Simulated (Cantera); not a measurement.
Cantera run:

```python
import numpy as np
import cantera as ct

gas_names = """
    CL CLO CL2 Fe FeCL FeCL2 FeCL3 FeO Fe2CL4 Fe2CL6 N NO NO2 NO3 N2 N2O O O2 O3
""".split()
cond_names = """
    Fe(a) Fe(c) Fe(d) Fe(L) FeCL2(s) FeCL2(L) FeCL3(s) FeCL3(L) FeO(s) FeO(L) Fe2O3(s) Fe3O4(s)
""".split()


def load(file, names, dense=False):
    # The tables refer to 1 bar. Condensed volumes are neglected.
    table = {s.name: s for s in ct.Species.list_from_file(file)}
    out = []
    for n in names:
        d = dict(table[n].input_data)
        d["thermo"] = dict(d["thermo"], **{"reference-pressure": 1e5})
        if dense:
            d["equation-of-state"] = {"model": "constant-volume", "density": "1e6 g/cm^3"}
        out.append(ct.Species.from_dict(d))
    return out


gas = ct.Solution(thermo="ideal-gas", species=load("nasa_gas.yaml", gas_names))
cond = {s.name: ct.Solution(thermo="fixed-stoichiometry", species=[s], name=s.name)
        for s in load("nasa_condensed.yaml", cond_names, dense=True)}
atoms = {
    'FeCl2': {'Fe': 1, 'CL': 2},
    'O2': {'O': 2},
    'N2': {'N': 2},
}
top_T = {'Fe2O3(s)': 1830, 'Fe3O4(s)': 1870}  # K; cautious upper limits of use, not melting points


def equilibrate(T, P, feed):
    n = {}
    for name, mol in feed.items():
        for a, k in atoms[name].items():
            n[a] = n.get(a, 0.0) + k * mol
    gas.TPX = T, P, n
    mass = sum(n.values()) * gas.mean_molecular_weight
    gas.equilibrate("TP")
    valid = [c for c in cond.values() if c.min_temp <= T <= top_T.get(c.name, c.max_temp)]
    mix = ct.Mixture([(gas, mass / gas.mean_molecular_weight)] + [(c, 0.0) for c in valid])
    mix.T, mix.P = T, P
    mix.equilibrate("TP", solver="vcs", rtol=1e-11, max_steps=5000)
    return mix


results = []
feed = {'FeCl2': 1, 'O2': 0.68, 'N2': 0.25}  # mol
T = 1825  # K
P = 100000  # Pa
mix = equilibrate(T, P, feed)
results.append((T, P, feed, dict(zip(mix.species_names, mix.species_moles))))
print(gas.report(threshold=1e-05))
for i in range(1, mix.n_phases):
    print(f"{mix.phase(i).name:16s} {mix.phase_moles(i):12.5e} mol")
```

Result:

```
       temperature   1825 K
          pressure   1e+05 Pa
           density   0.51794 kg/m^3
  mean mol. weight   78.591 kg/kmol
   phase of matter   gas

                          1 kg             1 kmol
                     ---------------   ---------------
          enthalpy        1.0595e+05        8.3265e+06  J
   internal energy            -87127       -6.8474e+06  J
           entropy              4379        3.4415e+05  J/K
    Gibbs function       -7.8857e+06       -6.1974e+08  J
 heat capacity c_p            639.51             50260  J/K
 heat capacity c_v            533.72             41946  J/K

                      mass frac. Y      mole frac. X     chem. pot. / RT
                     ---------------   ---------------   ---------------
                CL          0.024209          0.053669           -17.426
               CLO         0.0003451        0.00052716            -32.22
               CL2          0.020642          0.022881           -34.853
             FeCL2           0.68104           0.42229           -53.272
             FeCL3           0.09226          0.044704           -70.699
            Fe2CL4         0.0031388        0.00097314           -106.54
                NO        0.00087668         0.0022962           -29.116
                N2          0.047825           0.13417           -28.645
                 O        1.7651e-05        8.6705e-05           -14.793
                O2           0.12963           0.31839           -29.587
     [   +9 minor]        1.7518e-05        1.0192e-05

Fe(L)             0.00000e+00 mol
FeCL2(L)          0.00000e+00 mol
FeCL3(L)          0.00000e+00 mol
FeO(L)            0.00000e+00 mol
Fe2O3(s)          0.00000e+00 mol
Fe3O4(s)          4.45448e-02 mol
```

Method: chemical equilibrium by Gibbs-energy minimisation in Cantera with the NASA 1993 tables (ideal gas, pure condensed phases).
